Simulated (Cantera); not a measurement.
An adiabatic, constant-volume homogeneous reactor starts with 4.91 % CO, 2.50 % H2, 7.56 % O2, 83.0 % N2, 2.01 % CO2, at 1700 K and 3750 Torr.

Model: GRI-Mech 3.0 (53 species, 325 reactions), integrated in Cantera. The hydrogen kinetics of GRI-Mech 3.0 are dated; newer H2 mechanisms differ, most at raised pressure.

x: mole fraction; the columns are a selection and need not sum to one.

```json
[
 {"t (s)": "4.00e-6", "T (K)": "1701", "P (bar)": "5.00", "x CO": "0.0490", "x H2": "0.0234", "x O2": "0.0745", "x HO2": "?", "x H": "0.000669"},
 {"t (s)": "8.45e-6", "T (K)": "1815", "P (bar)": "5.31", "x CO": "0.0405", "x H2": "0.00170", "x O2": "0.0550", "x HO2": "?", "x H": "0.00505"},
 {"t (s)": "1.79e-5", "T (K)": "1998", "P (bar)": "5.78", "x CO": "0.0264", "x H2": "0.00142", "x O2": "0.0488", "x HO2": "?", "x H": "0.00320"},
 {"t (s)": "3.78e-5", "T (K)": "2159", "P (bar)": "6.19", "x CO": "0.0154", "x H2": "0.000908", "x O2": "0.0448", "x HO2": "?", "x H": "0.00130"},
 {"t (s)": "7.98e-5", "T (K)": "2261", "P (bar)": "6.45", "x CO": "0.00825", "x H2": "0.000470", "x O2": "0.0424", "x HO2": "?", "x H": "0.000415"},
 {"t (s)": "0.000169", "T (K)": "2317", "P (bar)": "6.58", "x CO": "0.00405", "x H2": "0.000232", "x O2": "0.0410", "x HO2": "?", "x H": "0.000133"},
 {"t (s)": "0.000357", "T (K)": "2339", "P (bar)": "6.64", "x CO": "0.00233", "x H2": "0.000142", "x O2": "0.0404", "x HO2": "2.19e-6", "x H": "6.22e-5"},
 {"t (s)": "0.000754", "T (K)": "2342", "P (bar)": "6.64", "x CO": "0.00205", "x H2": "0.000128", "x O2": "0.0402", "x HO2": "2.14e-6", "x H": "5.31e-5"},
 {"t (s)": "0.00159", "T (K)": "2341", "P (bar)": "6.64", "x CO": "0.00204", "x H2": "0.000127", "x O2": "0.0401", "x HO2": "2.13e-6", "x H": "5.27e-5"},
 {"t (s)": "0.00337", "T (K)": "2340", "P (bar)": "6.64", "x CO": "0.00203", "x H2": "0.000127", "x O2": "0.0398", "x HO2": "2.11e-6", "x H": "5.23e-5"},
 {"t (s)": "0.00711", "T (K)": "2337", "P (bar)": "6.63", "x CO": "0.00201", "x H2": "0.000126", "x O2": "0.0393", "x HO2": "2.08e-6", "x H": "5.15e-5"},
 {"t (s)": "0.0150", "T (K)": "2333", "P (bar)": "6.62", "x CO": "0.00199", "x H2": "0.000125", "x O2": "0.0386", "x HO2": "2.02e-6", "x H": "5.02e-5"},
 {"t (s)": "0.0318", "T (K)": "2328", "P (bar)": "6.61", "x CO": "0.00195", "x H2": "0.000123", "x O2": "0.0376", "x HO2": "1.96e-6", "x H": "4.86e-5"},
 {"t (s)": "0.0672", "T (K)": "2325", "P (bar)": "6.60", "x CO": "0.00193", "x H2": "0.000122", "x O2": "0.0370", "x HO2": "1.91e-6", "x H": "4.76e-5"},
 {"t (s)": "0.142", "T (K)": "2324", "P (bar)": "6.59", "x CO": "0.00192", "x H2": "0.000121", "x O2": "0.0368", "x HO2": "1.90e-6", "x H": "4.73e-5"},
 {"t (s)": "0.300", "T (K)": "2324", "P (bar)": "6.59", "x CO": "0.00192", "x H2": "0.000121", "x O2": "0.0368", "x HO2": "1.90e-6", "x H": "4.73e-5"}
]
```

Task: Fill in the missing entries.

Result: 
- 4.00e-6, x HO2: 3.77e-5
- 8.45e-6, x HO2: 3.32e-5
- 1.79e-5, x HO2: 1.98e-5
- 3.78e-5, x HO2: 9.59e-6
- 7.98e-5, x HO2: 4.45e-6
- 0.000169, x HO2: 2.62e-6
